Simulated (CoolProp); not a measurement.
Toluene along the isotherm 327.45 °C: density (kg/m³) from the reference equation and from simpler models built on Tc = 318.6 °C, pc = 41.26 bar, ω = 0.266; each cubic takes its own stable root.

Computed with CoolProp (reference Helmholtz-energy equation of state, Lemmon 2006). It is a short technical equation, of lower accuracy than the large ones.

```json
[
 {"p (bar)": "0.196", "phase": "gas", "reference": "0.3622"},
 {"p (bar)": "0.445", "phase": "gas", "reference": "0.8242"},
 {"p (bar)": "1.01", "phase": "gas", "reference": "1.880"},
 {"p (bar)": "2.31", "phase": "gas", "reference": "4.348"},
 {"p (bar)": "5.25", "phase": "gas", "reference": "10.15"},
 {"p (bar)": "12", "phase": "gas", "reference": "24.84"},
 {"p (bar)": "27.2", "phase": "gas", "reference": "69.40"},
 {"p (bar)": "61.9", "phase": "supercritical", "reference": "463.5"}
]
```

**Question.** How far does each simpler model (ideal gas, van der Waals, Redlich-Kwong) lie from the reference over these 8 states: mean and median of the absolute difference, and the worst?

**Answer.** 
- ideal gas: mean 15.2 %, median 3.3 %, worst -75.4 % at 327.45 °C and 61.9 bar
- van der Waals: mean 5.0 %, median 0.6 %, worst -30.6 % at 327.45 °C and 61.9 bar
- Redlich-Kwong: mean 2.7 %, median 0.2 %, worst -18.0 % at 327.45 °C and 61.9 bar
